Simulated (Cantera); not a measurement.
What does this Cantera script print?

```python
import numpy as np
import cantera as ct

gas_names = """
    C CO COS CO2 CS CS2 C2 C2O C3 C3O2 C4 C5 Fe FeC5O5 FeO O O2 O3 S SO SO2 SO3 S2 S2O S8
""".split()
cond_names = """
    C(gr) Fe(a) Fe(c) Fe(d) Fe(L) FeC5O5(L) FeO(s) FeO(L) FeS(a) FeS(b) FeS(c) FeS(L) FeSO4(s) FeS2(s)
    Fe2O3(s) Fe2S3O12(s) Fe3O4(s) S(cr1) S(cr2) S(L)
""".split()


# ... load() reads the species with a 1 bar reference pressure and builds the phases ...
atoms = {
    'Fe': {'Fe': 1},
    'CO2': {'C': 1, 'O': 2},
    'CO': {'C': 1, 'O': 1},
    'SO2': {'S': 1, 'O': 2},
}
top_T = {'C(gr)': 4500, 'FeSO4(s)': 950, 'FeS2(s)': 1010, 'Fe2O3(s)': 1830, 'Fe2S3O12(s)': 1100, 'Fe3O4(s)': 1870}  # K; cautious upper limits of use, not melting points


# ... equilibrate(T, P, feed) seeds the gas with the atoms and calls Mixture.equilibrate('TP', solver="vcs", rtol=1e-11, max_steps=5000) ...
results = []
feed = {'Fe': 1, 'CO2': 0.1, 'CO': 55, 'SO2': 0.16}  # mol
P = 13332.2  # Pa
for T in [1075, 1150, 1225, 1300, 1375, 1450, 1525, 1600, 1675, 1750, 1825]:
    mix = equilibrate(T, P, feed)
    results.append((T, P, feed, dict(zip(mix.species_names, mix.species_moles))))

top = {s: max(r[3][s] / sum(r[3][g] for g in gas_names) for r in results) for s in gas_names}
cols = sorted((s for s in top if top[s] > 1e-06), key=lambda s: -top[s])[:5]
seen = [c for c in cond_names if any(r[3].get(c, 0) > 1e-12 for r in results)]
print("log10 of partial pressures in bar; condensed amounts in mol")
print(f"{'T/K':>10s}" + "".join(f"{s[:9]:>10s}" for s in cols + seen))
for T, P, feed, n in results:
    ng = sum(n[g] for g in gas_names)
    print(f"{T:10.4g}" + "".join(f"{np.log10(max(n[s] / ng * P / 1e5, 1e-99)):10.3f}" for s in cols)
          + "".join(f"{n.get(c, 0):10.4g}" for c in seen))
```

It prints:

```
log10 of partial pressures in bar; condensed amounts in mol
       T/K        CO       CO2        S2       COS        Fe     C(gr)     Fe(a)     Fe(c)     Fe(d)     Fe(L)    FeS(c)    FeS(L)
      1075    -0.883    -2.632    -9.042    -5.099   -12.346    0.5343    0.8433         0         0         0    0.1567         0
      1150    -0.878    -2.993    -8.042    -4.879   -11.066         0    0.8455         0         0         0    0.1545         0
      1225    -0.878    -2.993    -7.164    -4.688    -9.948         0         0    0.8486         0         0    0.1514         0
      1300    -0.879    -2.993    -6.388    -4.519    -8.962         0         0     0.853         0         0     0.147         0
      1375    -0.879    -2.993    -5.702    -4.370    -8.086         0         0    0.8596         0         0    0.1404         0
      1450    -0.879    -2.993    -5.091    -4.237    -7.302         0         0    0.8713         0         0    0.1287         0
      1525    -0.879    -2.993    -4.636    -4.165    -6.597         0         0    0.8884         0         0         0    0.1115
      1600    -0.879    -2.993    -4.243    -4.109    -5.960         0         0    0.9207         0         0         0   0.07882
      1675    -0.879    -2.993    -3.886    -4.057    -5.382         0         0         0    0.9852         0         0    0.0131
      1750    -0.879    -2.993    -3.818    -4.139    -4.856         0         0         0    0.9942         0         0         0
      1825    -0.879    -2.994    -3.806    -4.238    -4.378         0         0         0         0    0.9827         0         0
```

Cantera equilibrium calculation (NASA polynomials, part measured and part estimated; ideal gas, pure solids and liquids). Metal and sulfide melt together well below either melting point, which pure phases cannot show. Mutual solubility and eutectic melting of coexisting phases are not modelled. FeS: taken at fixed stoichiometry. Condensed phases not in the tables: cementite and carbon dissolved in iron. Gases not in the tables: S3 to S7.
